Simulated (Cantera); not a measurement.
Input: 1 mol SiC, 0.0031 mol H2O, 160 mol H2, at 1600 K and 260000 Pa.

Cantera equilibrium calculation (NASA polynomials, part measured and part estimated; ideal gas, pure solids and liquids). Candidate condensed phases: C, C6H6, C7H8, C8H18, H2O, Si, SiC, SiO2; 123 gas species. Mutual solubility and eutectic melting of coexisting phases are not modelled. The numbers say what is thermodynamically allowed, not how fast it happens.

Base state: H2 1.000, CH4 4.46e-5, H 3.37e-5, SiO 1.85e-5 (mole fractions); condensed: Si(s) + SiC(s).

Problem. What changes in the equilibrium state with this change: H2O from 0.0031 to 3 mol?

Solution. 
| species | before | after |
|---|---|---|
| H2 | 1.000 | 0.994 |
| CO | 7.05e-7 | 0.00588 |
| H2O | 1.52e-7 | 0.000256 |
| SiO | 1.85e-5 | 3.83e-5 |
| CH4 | 4.46e-5 | 0.000218 |
| H | 3.37e-5 | 3.36e-5 |
| Si(s), mol | 0.00298 | 0 |
| SiC(s), mol | 0.993 | 0 |
| SiO2(β-quartz), mol | 0 | 0.994 |
The tables hold silica as quartz up to 1696 K and as liquid above; real silica turns to tridymite and cristobalite and melts near 1996 K.
